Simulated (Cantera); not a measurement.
Input: 1 mol Si₃N₄, 63 mol HCl, equilibrated at 1727 °C and 1330 Pa.

Equilibrium computed with Cantera from the NASA thermochemical tables; the gas is ideal and each condensed phase is pure. The tables' values for SiCl₃, SiCl are old estimates; treat these amounts as uncertain. Rates play no part.

```
species    before     after
-------  --------  --------
HCl         0.823     0.552
Cl         0.0344     0.211
H₂         0.0630     0.113
H         0.00353    0.0579
SiCl₂      0.0413    0.0357
N₂         0.0303    0.0265
SiCl₄    0.000360   5.20e-7
Si        5.24e-6   0.00271
SiHCl₃    1.07e-5   4.15e-8
SiCl₃     0.00360  0.000127
SiCl      5.90e-5   0.00125
Cl₂       2.90e-5   7.27e-6
```
Gas species are given as mole fractions.

### Question
What was changed between the two runs?
A) pressure from 1330 Pa to 133 Pa
B) temperature from 1727 °C to 877 °C
C) pressure from 1330 Pa to 8.90 Pa
D) pressure from 1330 Pa to 140 Pa

### Answer
C, pressure from 1330 Pa to 8.90 Pa. The tables' values for SiCl, SiCl₃ are old estimates; treat these amounts as uncertain
